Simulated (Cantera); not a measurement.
# Equilibrium for aluminium nitride and oxide growth: Al(CH3)3 + N2 + H2

Feed: 1 mol Al(CH3)3, 3.5 mol N2, a varied amount of H2, held at 1750 K and 3.68 Torr.

These are equilibrium values from Cantera (NASA tables, ideal gas, pure condensed phases), not measurements of a reactor. Candidate condensed phases: Al, AlN, C, C6H6, C7H8, C8H18; 97 gas species. The feed counts by its element totals alone. Kinetics and transport are ignored.

```tsv
n(H2) (mol)	x H2	x N2	x H	x Al	x HCN	n AlN(s)	n C(graphite)
3.2	0.715	0.279	0.00281	0.000495	0.00213	0.995	2.97
6.9	0.787	0.207	0.00295	0.000574	0.00193	0.991	2.97
15	0.862	0.133	0.00308	0.000718	0.00161	0.983	2.96
33	0.921	0.0737	0.00319	0.000963	0.00124	0.959	2.94
71	0.956	0.0383	0.00325	0.00134	0.000914	0.891	2.91
150	0.974	0.0196	0.00328	0.00187	0.000660	0.694	2.86
330	0.983	0.00995	0.00329	0.00262	0.000473	0.0781	2.76
```
x: gas mole fraction; n: condensed amount in mol.

From 3.2 mol H2 to 330 mol H2 the condensed part is AlN(s) + C(graphite). The main Al-bearing gas is Al throughout. The share of Al in condensed phases is highest at 3.2 mol H2 (99.5 %) and lowest at 330 mol H2 (7.8 %).
